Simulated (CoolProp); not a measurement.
Vapour-liquid equilibrium of dimethyl ether (1) + n-hexane (2) at 0.434 MPa; x and y are mole fractions of (1).

The numbers come from the multi-fluid Helmholtz-energy mixture model, Wu 2011 and Thol 2019; pair parameters Bell 2016 in CoolProp.

Problem. Give the bubble temperature and the first vapour's composition at x = 0.25, 0.35, 0.55. Is there an azeotrope?

Solution. x = 0.25: 330.4 K, y = 0.859; x = 0.35: 318.6 K, y = 0.915; x = 0.55: 304.8 K, y = 0.961. No azeotrope shows between x = 0.05 and 0.95.

The pair parameters rest on a limited set of measurements; away from them the model extrapolates. The gap from Raoult's law changes sign with composition, which may be real or a fault of the pair parameters; it wasn't checked against measurements.
